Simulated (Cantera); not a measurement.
Feed: 1 mol Si3N4, 14 mol F2, 0.35 mol N2, 44 mol HCl, at 1700 K and 1000 Pa.

Method: chemical equilibrium by Gibbs-energy minimisation in Cantera with the NASA 1993 tables (ideal gas, pure condensed phases). Candidate condensed phases: NH4Cl, Si, Si3N4; 49 gas species. The tables' values for SiF3 are old estimates; treat these amounts as uncertain. The numbers say what is thermodynamically allowed, not how fast it happens.

Base state: HCl 0.434, HF 0.248, Cl 0.222, SiF4 0.0465, N2 0.0364, Cl2 0.0133, F 1.60e-5, SiF3 1.42e-5 (mole fractions); condensed: gas only.

What changes in the equilibrium state with this change: Si3N4 replaced by BN?


```csv
species,before,after
HF,0.248,0.362
Cl,0.222,0.310
HCl,0.434,0.275
SiF4,0.0465,0
BF3,0,0.0145
N2,0.0364,0.0123
Cl2,0.0133,0.0260
SiF3,1.42e-5,0
F,1.60e-5,5.14e-5
```
Further candidate phases: B, BN.

What changes in the equilibrium state with this change: temperature from 1700 K to 1925 K?


```csv
species,before,after
HCl,0.434,0.428
HF,0.248,0.246
Cl,0.222,0.242
Cl2,0.0133,0.00195
SiF4,0.0465,0.0453
N2,0.0364,0.0360
SiF3,1.42e-5,0.000610
H,3.31e-6,0.000121
H2,5.04e-6,0.000161
F,1.60e-5,5.54e-5
```

What changes in the equilibrium state with this change: pressure from 1000 Pa to 133 Pa?


```
species   before    after
-------  -------  -------
HCl        0.434    0.429
HF         0.248    0.245
Cl         0.222    0.241
Cl2       0.0133  0.00210
SiF4      0.0465   0.0459
N2        0.0364   0.0360
H        3.31e-6  2.25e-5
SiF3     1.42e-5  9.64e-5
H2       5.04e-6  3.11e-5
F        1.60e-5  1.74e-5
```
